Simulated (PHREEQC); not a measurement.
Consider water at 12 °C with 0.052 mol/kgw RbOH and 0.00075 mol/kgw NaBF4. Closed to the air; pH follows from the charge balance.

The numbers come from PHREEQC with the ion-association model, wateq4f.dat.

No solid was allowed to form.

Estimate the pH.

pH 13.06.

At this temperature some constants are extrapolated from 25 °C, and those without enthalpy data are left unchanged. Real BF4- forms and hydrolyses slowly; the run takes it at equilibrium.
